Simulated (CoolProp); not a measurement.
Acetone along the isobar 15.9 MPa: Z from the reference equation and from simpler models built on Tc = 508.1 K, pc = 4.692 MPa, ω = 0.307; each cubic takes its own stable root.

Computed with CoolProp (reference Helmholtz-energy equation of state, Lemmon 2006). It is a short technical equation, of lower accuracy than the large ones.

```json
[
 {"T (K)": "273.1", "phase": "liquid", "reference": "0.4932"},
 {"T (K)": "282.5", "phase": "liquid", "reference": "0.4823"},
 {"T (K)": "291.9", "phase": "liquid", "reference": "0.4722"},
 {"T (K)": "301.3", "phase": "liquid", "reference": "0.4630"},
 {"T (K)": "310.7", "phase": "liquid", "reference": "0.4544"},
 {"T (K)": "320.1", "phase": "liquid", "reference": "0.4466"},
 {"T (K)": "329.5", "phase": "liquid", "reference": "0.4393"},
 {"T (K)": "338.9", "phase": "liquid", "reference": "0.4327"},
 {"T (K)": "348.2", "phase": "liquid", "reference": "0.4267"},
 {"T (K)": "357.6", "phase": "liquid", "reference": "0.4212"},
 {"T (K)": "367", "phase": "liquid", "reference": "0.4162"},
 {"T (K)": "376.4", "phase": "liquid", "reference": "0.4116"},
 {"T (K)": "385.8", "phase": "liquid", "reference": "0.4076"},
 {"T (K)": "395.2", "phase": "liquid", "reference": "0.4041"},
 {"T (K)": "404.6", "phase": "liquid", "reference": "0.4010"}
]
```

### Question
How far does each simpler model (van der Waals, Redlich-Kwong, Soave-Redlich-Kwong, Peng-Robinson) lie from the reference over these 15 states: mean and median of the absolute difference, and the worst?

### Answer
- van der Waals: mean 85.1 %, median 85.3 %, worst +90.5 % at 273.1 K and 15.9 MPa
- Redlich-Kwong: mean 30.6 %, median 30.5 %, worst +31.3 % at 273.1 K and 15.9 MPa
- Soave-Redlich-Kwong: mean 26.9 %, median 26.6 %, worst +28.3 % at 273.1 K and 15.9 MPa
- Peng-Robinson: mean 12.8 %, median 12.5 %, worst +14.3 % at 273.1 K and 15.9 MPa
